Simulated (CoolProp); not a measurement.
R152A at 298.15 K and 1.77 MPa flows at 1.5 m/s in a round tube of 1 mm bore and 45 µm roughness, fully developed (64/Re and Nu = 3.66 if laminar; Colebrook and Gnielinski if turbulent). Each further row changes one setting.

Model: reference Helmholtz-energy equation of state, Outcalt 1996, in CoolProp. It is a modified Benedict-Webb-Rubin equation, recast in Helmholtz form.

```tsv
case	Reynolds number	Darcy friction factor	pressure drop (Pa/m)	heat-transfer coefficient (W/(m² K))	mass flow (kg/h)
as stated	8240	0.0710	72200	…	…
velocity 3 m/s	16500	0.0696	…	17900	7.67
diameter 2 mm	16500	0.0530	27000	7320	15.3
```

Task: Fill in the missing entries.

Result: 
- as stated, heat-transfer coefficient (W/(m² K)): 8480
- as stated, mass flow (kg/h): 3.83
- velocity 3 m/s, pressure drop (Pa/m): 283000

Viscosity comes from a separate model (Bell 2016), an estimate that may be off by 10 % or more. Thermal conductivity comes from a separate model (Krauss 1996).
